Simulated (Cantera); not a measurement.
## Ignition delay

Mixture: C3H8 : O2 : N2 : H2O = 1 : 2.38 : 8.95 : 0.71 (molar parts), at 9.87 atm, adiabatic and at constant pressure. Ignition delay is the time to a rise of 400 K.

Detailed kinetics in Cantera: GRI-Mech 3.0 (53 species, 325 reactions). GRI-Mech 3.0 was tuned for natural gas; its chemistry of propane as a main component is partial and can be far from experiment.

```json
[
 {"T0 (K)": "1300", "delay (ms)": "0.336"},
 {"T0 (K)": "1350", "delay (ms)": "0.155"},
 {"T0 (K)": "1400", "delay (ms)": "0.0769"},
 {"T0 (K)": "1450", "delay (ms)": "0.0409"},
 {"T0 (K)": "1500", "delay (ms)": "0.0233"},
 {"T0 (K)": "1550", "delay (ms)": "0.0142"},
 {"T0 (K)": "1600", "delay (ms)": "0.00914"},
 {"T0 (K)": "1650", "delay (ms)": "0.00621"},
 {"T0 (K)": "1700", "delay (ms)": "0.00443"}
]
```

| Quantity | Result |
|---|---|
| apparent activation energy between 1600 and 1700 K | 160 kJ/mol |
